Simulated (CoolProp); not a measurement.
Vapour-liquid equilibrium of cyclohexane (1) + m-xylene (2) at 0.336 MPa; x and y are mole fractions of (1).

Values from CoolProp's multi-fluid Helmholtz-energy mixture model, Zhou 2014 and Zhou 2012; pair parameters Bell 2016.

**Question.** Give the bubble temperature and the first vapour's composition at x = 0.275, 0.875, 0.95. Is there an azeotrope?

**Answer.** x = 0.275: 434.2 K, y = 0.591; x = 0.875: 404.0 K, y = 0.958; x = 0.95: 401.4 K, y = 0.983. No azeotrope shows between x = 0.05 and 0.95.

The pair parameters rest on a limited set of measurements; away from them the model extrapolates.
